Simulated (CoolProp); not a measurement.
The numbers come from the reference Helmholtz-energy equation of state, Tillner-Roth 1997 in CoolProp.

For CH2F2 (R32), give the phase and the density (kg/m³), cv (kJ/(kg K)) at 222.9 K and 3.61 bar; 222.9 K and 18.1 bar.


- 222.9 K and 3.61 bar: liquid; density 1210, cv 0.940
- 222.9 K and 18.1 bar: liquid; density 1210, cv 0.941
